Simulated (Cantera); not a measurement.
Charge: 1 mol CS₂, 0.046 mol H₂, 1.4 mol N₂, 2.7 mol O₂, at 2552 °C and 1.00 Torr.

Cantera equilibrium calculation (NASA polynomials, part measured and part estimated; ideal gas, pure solids and liquids). Candidate condensed phases: C, C₆H₆, C₇H₈, C₈H₁₈, H₂O, H₂SO₄, S; 150 gas species. Kinetics and transport are ignored.

Question: What is the equilibrium state?

Answer: 
```
Property                                    Value
--------------------------------------  ---------
x(O)                                        0.328
x(N₂)                                       0.192
x(CO)                                       0.134
x(SO)                                       0.130
x(S)                                        0.116
x(O₂)                                      0.0399
x(SO₂)                                     0.0321
x(H)                                       0.0118
x(NO)                                     0.00819
gas amount                              7.137 mol
log10 activity of S(l) (absent)             -4.82
log10 activity of C(graphite) (absent)      -8.15
```
